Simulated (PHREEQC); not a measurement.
Consider water at 25 °C with 0.00148 mol Na2SiO3 per kg of water. Closed to the air; pH follows from the charge balance.

All values are PHREEQC results (ion-association model, phreeqc.dat), not measurements.

**Question.** The ionic strength comes out as 0.00298 mol/kgw. What activity coefficients do OH-, H2SiO4-2, H3SiO4-, Na+ get?

**Answer.** OH- 0.94, H2SiO4-2 0.79, H3SiO4- 0.94, Na+ 0.94.

This is a speciation only: nothing precipitates in the calculation. Complexes and solids missing from the database can't appear.
